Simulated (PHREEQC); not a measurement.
A solution holds 0.16 mol/kgw H2SO4, 0.00041 mol/kgw ZnSO4 and 0.013 mol/kgw MgCl2, at 25 °C. Closed to the air; pH follows from the charge balance.

All values are PHREEQC results (ion-association model, wateq4f.dat), not measurements.

This is a speciation only: nothing precipitates in the calculation.

Question: Order these Zn species by the share of Zn that they hold, largest first: ZnCl+, Zn+2, ZnSO4, Zn(SO4)2-2.

Answer: Zn+2 (64 %), ZnSO4 (29 %), Zn(SO4)2-2 (5.4 %), ZnCl+ (1.4 %)

The pH is 0.83 and the ionic strength 0.239 mol/kgw.
